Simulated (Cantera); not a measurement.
Input (Python, Cantera) and output of one run.

```python
import numpy as np
import cantera as ct

gas_names = """
    CL CL2 H HCL H2 Si SiCL SiCL2 SiCL3 SiCL4 SiH SiHCL3 SiH2 SiH2CL2 SiH3 SiH3CL SiH4 Si2 Si3
""".split()
cond_names = """
    Si(cr) Si(L)
""".split()


# ... load() reads the species with a 1 bar reference pressure and builds the phases ...
atoms = {
    'Si': {'Si': 1},
    'Cl2': {'CL': 2},
    'H2': {'H': 2},
}
top_T = {}  # K; cautious upper limits of use, not melting points


# ... equilibrate(T, P, feed) seeds the gas with the atoms and calls Mixture.equilibrate('TP', solver="vcs", rtol=1e-11, max_steps=5000) ...
results = []
T = 1225  # K
P = 13332.2  # Pa
for m in [0.99, 1.3, 1.7, 2.3, 3.1, 4, 5.4, 7.1, 9.4, 12]:
    feed = {'Si': 1, 'Cl2': 2.6, 'H2': m}  # mol
    mix = equilibrate(T, P, feed)
    results.append((T, P, feed, dict(zip(mix.species_names, mix.species_moles))))

top = {s: max(r[3][s] / sum(r[3][g] for g in gas_names) for r in results) for s in gas_names}
cols = sorted((s for s in top if top[s] > 0.001), key=lambda s: -top[s])[:5]
seen = [c for c in cond_names if any(r[3].get(c, 0) > 1e-12 for r in results)]
print("log10 of partial pressures in bar; condensed amounts in mol")
print(f"{'n(H2)':>10s}" + "".join(f"{s[:9]:>10s}" for s in cols + seen))
for T, P, feed, n in results:
    ng = sum(n[g] for g in gas_names)
    print(f"{feed['H2']:10.4g}" + "".join(f"{np.log10(max(n[s] / ng * P / 1e5, 1e-99)):10.3f}" for s in cols)
          + "".join(f"{n.get(c, 0):10.4g}" for c in seen))
```

Result:

```
log10 of partial pressures in bar; condensed amounts in mol
     n(H2)        H2       HCL     SiCL4    SiHCL3     SiCL3
      0.99    -1.718    -1.202    -1.300    -3.321    -3.200
       1.3    -1.511    -1.246    -1.355    -3.126    -3.108
       1.7    -1.370    -1.297    -1.418    -2.998    -3.050
       2.3    -1.253    -1.361    -1.501    -2.899    -3.010
       3.1    -1.167    -1.432    -1.596    -2.836    -2.990
         4    -1.109    -1.497    -1.686    -2.803    -2.986
       5.4    -1.055    -1.578    -1.804    -2.786    -2.996
       7.1    -1.018    -1.656    -1.922    -2.789    -3.018
       9.4    -0.987    -1.737    -2.053    -2.809    -3.053
        12    -0.966    -1.809    -2.177    -2.840    -3.095
```

Cantera equilibrium calculation (NASA polynomials, part measured and part estimated; ideal gas, pure solids and liquids). The tables' values for SiCl3 are old estimates; treat these amounts as uncertain.
